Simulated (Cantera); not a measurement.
N2O furnace oxynitridation

An isothermal, constant-pressure homogeneous reactor starts with N2O : H2O = 1 : 0.056 (molar parts), at 1423 K and 0.0132 atm.

Model: GRI-Mech 3.0 (53 species, 325 reactions), integrated in Cantera. GRI-Mech 3.0 was tuned for natural gas; its chemistry of N2O as a main component is partial and can be far from experiment. Radical loss at walls, strong at low pressure, is not modelled. The temperature is held fixed by assumption; the heat of reaction is taken as removed at once.

```json
[
 {"t (s)": "7.00e-6", "x N2O": "0.947", "x H2O": "0.0530", "x OH": "3.36e-9", "x NO2": "<1e-12", "x NO": "7.21e-9", "x N2": "1.22e-6", "x H2O2": "<1e-12"},
 {"t (s)": "1.84e-5", "x N2O": "0.947", "x H2O": "0.0530", "x OH": "2.27e-8", "x NO2": "<1e-12", "x NO": "4.88e-8", "x N2": "3.25e-6", "x H2O2": "<1e-12"},
 {"t (s)": "4.84e-5", "x N2O": "0.947", "x H2O": "0.0530", "x OH": "1.50e-7", "x NO2": "<1e-12", "x NO": "3.23e-7", "x N2": "8.92e-6", "x H2O2": "<1e-12"},
 {"t (s)": "0.000127", "x N2O": "0.947", "x H2O": "0.0530", "x OH": "9.23e-7", "x NO2": "<1e-12", "x NO": "1.99e-6", "x N2": "2.56e-5", "x H2O2": "1.08e-12"},
 {"t (s)": "0.000334", "x N2O": "0.947", "x H2O": "0.0530", "x OH": "4.85e-6", "x NO2": "1.58e-11", "x NO": "1.06e-5", "x N2": "7.76e-5", "x H2O2": "4.09e-11"},
 {"t (s)": "0.000878", "x N2O": "0.947", "x H2O": "0.0530", "x OH": "1.92e-5", "x NO2": "1.91e-9", "x NO": "4.32e-5", "x N2": "0.000234", "x H2O2": "1.16e-9"},
 {"t (s)": "0.00231", "x N2O": "0.946", "x H2O": "0.0530", "x OH": "5.42e-5", "x NO2": "1.33e-7", "x NO": "0.000136", "x N2": "0.000664", "x H2O2": "2.22e-8"},
 {"t (s)": "0.00607", "x N2O": "0.944", "x H2O": "0.0529", "x OH": "0.000106", "x NO2": "3.98e-6", "x NO": "0.000374", "x N2": "0.00182", "x H2O2": "1.70e-7"},
 {"t (s)": "0.0159", "x N2O": "0.939", "x H2O": "0.0528", "x OH": "0.000134", "x NO2": "3.73e-5", "x NO": "0.000973", "x N2": "0.00491", "x H2O2": "1.88e-7"},
 {"t (s)": "0.0419", "x N2O": "0.926", "x H2O": "0.0526", "x OH": "0.000149", "x NO2": "0.000165", "x NO": "0.00248", "x N2": "0.0130", "x H2O2": "1.20e-7"},
 {"t (s)": "0.110", "x N2O": "0.893", "x H2O": "0.0520", "x OH": "0.000162", "x NO2": "0.000442", "x NO": "0.00627", "x N2": "0.0335", "x H2O2": "6.71e-8"},
 {"t (s)": "0.290", "x N2O": "0.814", "x H2O": "0.0505", "x OH": "0.000175", "x NO2": "0.000716", "x NO": "0.0155", "x N2": "0.0826", "x H2O2": "2.94e-8"},
 {"t (s)": "0.761", "x N2O": "0.646", "x H2O": "0.0475", "x OH": "0.000182", "x NO2": "0.000738", "x NO": "0.0351", "x N2": "0.186", "x H2O2": "1.02e-8"},
 {"t (s)": "2.00", "x N2O": "0.375", "x H2O": "0.0427", "x OH": "0.000177", "x NO2": "0.000466", "x NO": "0.0665", "x N2": "0.355", "x H2O2": "3.25e-9"}
]
```
x: mole fraction; the columns are a selection and need not sum to one.

Equilibrium at this temperature and pressure: N2O 6.05e-9, H2O 0.0360, OH 7.60e-5, NO2 9.00e-7, NO 0.000923, N2 0.642, H2O2 3.05e-10 (gas phase only).
